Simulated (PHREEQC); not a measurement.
Dissolve 0.17 mol/kgw FeSO4, 0.014 mol/kgw CuCl2 and 0.2 mol/kgw H2SO4 at 25 °C. Closed to the air; pH follows from the charge balance.

Model: ion-association model, wateq4f.dat, run in PHREEQC.

Problem. The ionic strength comes out as 0.526 mol/kgw. What activity coefficients do H+, FeHSO4+, Cl-, FeCl+, HSO4- get?

Solution. H+ 0.76, FeHSO4+ 0.73, Cl- 0.64, FeCl+ 0.68, HSO4- 0.66.

Precipitation was switched off in this run. Complexes and solids missing from the database can't appear.
